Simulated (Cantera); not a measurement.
Charge: 1 mol MgO, 0.23 mol I2, 0.039 mol O2, held at 0.133 bar.

These are equilibrium values from Cantera (NASA tables, ideal gas, pure condensed phases), not measurements of a reactor. Candidate condensed phases: I2, Mg, MgI2, MgO; 10 gas species. Equilibrium is a limit: real reactors are often held back by kinetics, nucleation or transport.

At 1227 °C, list the 3 most abundant gas species with their mole fractions, and the condensed phases.

I 0.853, O2 0.0832, I2 0.0641. Condensed: MgO(s).
